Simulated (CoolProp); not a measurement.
Saturated liquid density (kg/m³) of diethyl ether: the reference equation beside estimates from Tc = 194.7 °C, pc = 3717 kPa, ω = 0.282. Rackett uses Z = 0.29056 − 0.08775 ω.

Values from CoolProp's reference Helmholtz-energy equation of state, Thol 2014.

| T (°C) | reference | Rackett | van der Waals | Soave-Redlich-Kwong | Peng-Robinson |
|---|---|---|---|---|---|
| 11.45 | 723.2 | 734.1 | 434.1 | 661.0 | 746.1 |
| 24.05 | 708.9 | 719.3 | 425.8 | 648.0 | ? |
| 36.65 | 694.1 | 704.0 | 417.2 | 634.0 | 716.9 |
| 49.15 | 678.9 | 688.2 | 408.2 | 619.2 | 700.8 |
| 61.75 | 662.9 | 671.8 | 398.6 | ? | 683.2 |
| 74.35 | 646.2 | 654.6 | 388.6 | ? | 664.1 |
| 86.95 | ? | 636.5 | 377.9 | 567.2 | 643.3 |
| 99.45 | ? | 617.6 | 366.6 | 547.0 | 620.7 |
| 112.05 | 590.2 | ? | 354.4 | 524.7 | ? |
| 124.65 | 568.7 | 575.5 | 341.2 | 500.2 | 567.7 |
| 137.25 | 545.0 | 551.6 | 326.7 | 472.8 | 536.3 |
| 149.85 | 518.3 | 524.9 | 310.4 | 441.8 | 500.4 |

Problem. What belongs in the gaps?

Solution. 
- 24.05, Peng-Robinson: 732.1
- 61.75, Soave-Redlich-Kwong: 603.2
- 74.35, Soave-Redlich-Kwong: 585.9
- 86.95, reference: 628.6
- 99.45, reference: 610.1
- 112.05, Rackett: 597.4
- 112.05, Peng-Robinson: 595.6

Absolute difference from the reference over all 12 rows, mean and median: Rackett 1.3 and 1.3 %, van der Waals 39.9 and 39.9 %, Soave-Redlich-Kwong 10.4 and 9.5 %, Peng-Robinson 2.4 and 2.9 %.
